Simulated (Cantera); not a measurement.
## Adiabatic ignition

An adiabatic, constant-pressure homogeneous reactor starts with 1.68 % CH₃OH, 20.6 % O₂, 77.7 % N₂, at 1023 K and 11.0 bar.

Model: GRI-Mech 3.0 (53 species, 325 reactions), integrated in Cantera. GRI-Mech 3.0 was tuned for natural gas; its chemistry of methanol as a main component is partial and can be far from experiment.

```tsv
t (s)	T (K)	x CH₃OH	x O₂	x N₂O	x H	x NO	x CH₄
2.00e-6	1023	0.0168	0.206	<1e-12	<1e-12	<1e-12	<1e-12
5.79e-6	1023	0.0168	0.206	<1e-12	<1e-12	<1e-12	<1e-12
1.68e-5	1023	0.0168	0.206	<1e-12	<1e-12	<1e-12	7.31e-12
4.85e-5	1023	0.0168	0.206	<1e-12	<1e-12	<1e-12	4.87e-11
0.000140	1023	0.0168	0.206	<1e-12	<1e-12	<1e-12	2.44e-10
0.000406	1023	0.0168	0.206	<1e-12	<1e-12	<1e-12	8.83e-10
0.00118	1023	0.0168	0.206	<1e-12	<1e-12	<1e-12	2.74e-9
0.00340	1023	0.0168	0.206	<1e-12	<1e-12	<1e-12	8.09e-9
0.00985	1023	0.0168	0.206	1.95e-12	<1e-12	<1e-12	2.34e-8
0.0285	1023	0.0168	0.206	1.87e-11	1.61e-12	<1e-12	6.64e-8
0.0825	1313	<1e-12	0.181	7.59e-7	1.06e-7	2.84e-9	<1e-12
0.239	1347	<1e-12	0.180	1.23e-7	4.70e-11	2.18e-8	<1e-12
0.691	1347	<1e-12	0.180	1.04e-7	4.70e-11	2.44e-8	<1e-12
2.00	1347	<1e-12	0.180	1.04e-7	4.70e-11	3.18e-8	<1e-12
```
x: mole fraction; the columns are a selection and need not sum to one.

```
Item                                                                 Value
---------------------------------  ---------------------------------------
time of steepest temperature rise                                  77.8 ms
temperature at 2.00 s                                               1347 K
equilibrium temperature                                             1346 K
x(CH₃OH) at 2.00 s                   <1e-12 (gas-phase equilibrium <1e-12)
x(O₂) at 2.00 s                        0.180 (gas-phase equilibrium 0.179)
x(N₂O) at 2.00 s                   1.04e-7 (gas-phase equilibrium 1.03e-7)
```
